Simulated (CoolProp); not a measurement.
Vapour-liquid equilibrium of R22 (1) + dimethyl ether (2) at 40.65 °C; x and y are mole fractions of (1).

Computed with CoolProp (multi-fluid Helmholtz-energy mixture model, Kamei 1995 and Wu 2011; pair parameters Bell 2016).

### Question
Give the bubble pressure and the first vapour's composition at x = 0.125, 0.2, 0.425. Is there an azeotrope?

### Answer
x = 0.125: 8.866 bar, y = 0.115; x = 0.2: 8.812 bar, y = 0.196; x = 0.425: 9.125 bar, y = 0.483. y crosses x between x = 0.2 and 0.275: the model has an azeotrope there.

The pair parameters rest on a limited set of measurements; away from them the model extrapolates.
